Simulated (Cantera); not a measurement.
# Adiabatic ignition

An adiabatic, constant-pressure homogeneous reactor starts with 12.2 % CO, 0.634 % H2, 18.3 % O2, 68.9 % N2, equivalence ratio 0.35, at 1298 K and 2930 Torr.

Detailed kinetics in Cantera: GRI-Mech 3.0 (53 species, 325 reactions). The hydrogen kinetics of GRI-Mech 3.0 are dated; newer H2 mechanisms differ, most at raised pressure.

```
t (s)     T (K)     x CO      x H2   x O2      x OH     x NO2    x H2O2
--------  -----  -------  --------  -----  --------  --------  --------
2.00e-6    1298    0.122   0.00634  0.183   7.28e-9    <1e-12  1.91e-12
7.52e-6    1298    0.122   0.00634  0.183   1.11e-7    <1e-12  1.11e-10
2.83e-5    1301    0.121   0.00599  0.182   1.00e-4  3.23e-12   2.40e-6
0.000106   1841   0.0461  0.000187  0.139   0.00216   6.56e-8   2.11e-7
0.000399   2216  0.00620   4.71e-5  0.128   0.00169   6.06e-7   3.19e-8
0.00150    2260  0.00181   1.58e-5  0.127   0.00103   7.28e-7   1.79e-8
0.00565    2261  0.00166   1.48e-5  0.126  0.000993   1.66e-6   1.75e-8
0.0212     2257  0.00163   1.45e-5  0.126  0.000978   4.91e-6   1.73e-8
0.0798     2248  0.00155   1.39e-5  0.123  0.000942   1.27e-5   1.68e-8
0.300      2242  0.00150   1.35e-5  0.122  0.000918   1.82e-5   1.65e-8
```
x: mole fraction; the columns are a selection and need not sum to one.

The time of steepest temperature rise comes out as 42.6 µs, the temperature at 0.300 s is 2242 K and the equilibrium temperature comes out as 2242 K. The x(CO) at 0.300 s is 0.00150 (gas-phase equilibrium 0.00150). The x(H2) at 0.300 s is 1.35e-5 (gas-phase equilibrium 1.35e-5) and the x(O2) at 0.300 s is 0.122 (gas-phase equilibrium 0.122).
